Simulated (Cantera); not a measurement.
A closed system holds: 1 mol Nb, 2.5 mol O2, at 750 Torr.

Cantera equilibrium calculation (NASA polynomials, part measured and part estimated; ideal gas, pure solids and liquids). Candidate condensed phases: Nb, NbO, NbO2, Nb2O5; 6 gas species. Condensed phases not in the tables: the oxides between NbO2 and Nb2O5. Kinetics and transport are ignored.

x: gas mole fraction; n: condensed amount in mol.

```tsv
T (K)	x O2	x O	x O3	x NbO2	n Nb2O5(s)	n Nb2O5(l)
1673	1.000	3.34e-5	1.04e-8	…	0.500	0
1723	1.000	5.69e-5	1.40e-8	…	0.500	0
1773	1.000	9.39e-5	1.87e-8	…	0.500	0
1823	1.000	0.000151	2.46e-8	…	0	0.500
1873	1.000	0.000236	3.18e-8	…	0	0.500
1923	1.000	0.000362	4.06e-8	…	0	0.500
1973	0.999	0.000542	5.13e-8	…	0	0.500
```

Task: Complete the blanks.

Result: 
- 1673, x NbO2: 1.03e-11
- 1723, x NbO2: 4.61e-11
- 1773, x NbO2: 1.89e-10
- 1823, x NbO2: 6.65e-10
- 1873, x NbO2: 2.13e-9
- 1923, x NbO2: 6.39e-9
- 1973, x NbO2: 1.81e-8
